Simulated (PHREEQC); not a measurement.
Synthetic water in mg/kgw, 20 °C, pH 7.15, pe 11.2:

```csv
constituent,mg/kgw
Na,5120
K,955
Ca,42.7
Mg,163
Cl,8090
S(6) as SO4,662
Alkalinity as HCO3,411
N(5) as NO3,24.6
Cu(2),2.91
Si as SiO2,80.3
```

Valence states are taken as typed.

Model: ion-association model, wateq4f.dat, run in PHREEQC.

```json
[
 {"quantity": "Ca+2 (mol/kgw)", "before": "0.000977", "after": "0.000968"},
 {"quantity": "CO2 (mol/kgw)", "before": "0.000718", "after": "0.000565"},
 {"quantity": "MgSO4 (mol/kgw)", "before": "0.000487", "after": "0.000725"},
 {"quantity": "KSO4- (mol/kgw)", "before": "0.000188", "after": "0.000250"},
 {"quantity": "MgHCO3+ (mol/kgw)", "before": "0.000144", "after": "0.000150"},
 {"quantity": "CaSO4 (mol/kgw)", "before": "6.70e-5", "after": "6.96e-5"},
 {"quantity": "SI of SiO2(a) (SiO2)", "before": "-0.09", "after": "-0.29"},
 {"quantity": "SI of Cu(OH)2 (Cu(OH)2)", "before": "-0.27", "after": "+0.50"}
]
```

### Question
Name the change that produced these shifts.
A) pH from 7.15 to 7.45 at the same alkalinity
B) pH from 7.15 to 6.15 at the same alkalinity
C) temperature from 20 to 45 °C at the same typed pH
D) Ca from 42.7 to 85.4 mg/kgw

### Answer
C, temperature from 20 to 45 °C at the same typed pH

Precipitation was switched off in this run. Some of these states are supersaturated (in Malachite, Atacamite, for instance). At this temperature some constants are extrapolated from 25 °C, and those without enthalpy data are left unchanged. The database's constant for dissolved Cu(OH)2 is higher than later reviews accept.
